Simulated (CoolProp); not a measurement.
Computed with CoolProp (reference Helmholtz-energy equation of state, Lemmon 2003). It is a pseudo-pure fit of the blend.

**Question.** For R507A, give the phase and the cp (kJ/(kg K)), speed of sound (m/s), viscosity (µPa s), conductivity (mW/(m K)) at 118.35 °C and 1.23 MPa; 118.35 °C and 1.85 MPa.

**Answer.** 
- 118.35 °C and 1.23 MPa: gas; cp 1.08, speed of sound 178, viscosity 16.3, conductivity 21.4
- 118.35 °C and 1.85 MPa: gas; cp 1.12, speed of sound 172, viscosity 16.7, conductivity 22.2

Viscosity comes from a separate model (Geller 2000). Thermal conductivity comes from a separate model (Geller 2001).
